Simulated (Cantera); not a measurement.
Gas mixture: NO : H₂O : N₂O = 0.67 : 0.84 : 0.49 (molar parts), at 1.70 bar, frozen composition.

Cantera's kinetic-theory transport with the Lennard-Jones parameters of GRI-Mech 3.0, ideal gas; thermal conductivity in the multicomponent form. Polar gases are described roughly by these parameters. The composition is frozen, though it would react at the higher temperatures.

One state of this run: ρ (kg/m³) = 0.683; cp (J/kg/K) = 1432; μ (µPa s) = 35.4; λ (mW/m/K) = 75.3; Pr = 0.672; D (cm²/s) CH₄ = 0.814; D (cm²/s) N₂ = 0.750; D (cm²/s) H = 4.57. D: mixture-averaged diffusion coefficient of that species in the mixture.

### Question
Which value of T (K) does it belong to?
A) 850
B) 1450
C) 400
D) 700

### Answer
A, 850
